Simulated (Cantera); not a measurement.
Charge: 1 mol SiH2Cl2, 0.69 mol N2, equilibrated at 1400 K and 360 Torr.

Equilibrium computed with Cantera from the NASA thermochemical tables; the gas is ideal and each condensed phase is pure. Candidate condensed phases: NH4Cl, Si, Si3N4; 28 gas species. N2 is the only nitrogen source here; it is nearly inert below about 1500 K, so the nitride shown seldom forms there in practice. The tables' values for SiCl3 are old estimates; treat these amounts as uncertain. Rates play no part.

Base state: HCl 0.434, H2 0.295, SiCl4 0.134, N2 0.116, SiCl3 0.0114, SiHCl3 0.00642, SiCl2 0.00415, SiH2Cl2 4.64e-5 (mole fractions); condensed: Si3N4(s).

**Question.** What changes in the equilibrium state with this change: N2 from 0.69 to 1.4 mol?

**Answer.** 
```json
[
 {"species": "HCl", "before": "0.434", "after": "0.372"},
 {"species": "N2", "before": "0.116", "after": "0.341"},
 {"species": "H2", "before": "0.295", "after": "0.188"},
 {"species": "SiCl3", "before": "0.0114", "after": "0.00687"},
 {"species": "SiCl4", "before": "0.134", "after": "0.0862"},
 {"species": "SiH2Cl2", "before": "4.64e-5", "after": "1.66e-5"},
 {"species": "SiHCl3", "before": "0.00642", "after": "0.00309"},
 {"species": "SiCl2", "before": "0.00415", "after": "0.00232"},
 {"species": "Si3N4(s), mol", "before": "0.233", "after": "0.246"}
]
```

**Question.** What changes in the equilibrium state with this change: temperature from 1400 K to 1975 K?

**Answer.** 
| species | before | after |
|---|---|---|
| H2 | 0.295 | 0.292 |
| SiCl2 | 0.00415 | 0.266 |
| N2 | 0.116 | 0.246 |
| HCl | 0.434 | 0.177 |
| SiCl4 | 0.134 | 0.00104 |
| SiCl3 | 0.0114 | 0.0152 |
| SiCl | 3.80e-9 | 0.000515 |
| Si | <1e-9 | 6.73e-5 |
| Si3N4(s), mol | 0.233 | 0.0229 |
| Si(l), mol | 0 | 0.187 |
Mutual solubility and eutectic melting of coexisting phases are not modelled. The tables' values for SiCl3, SiCl are old estimates; treat these amounts as uncertain. Gases not in the tables: Si2H6 and higher silanes.
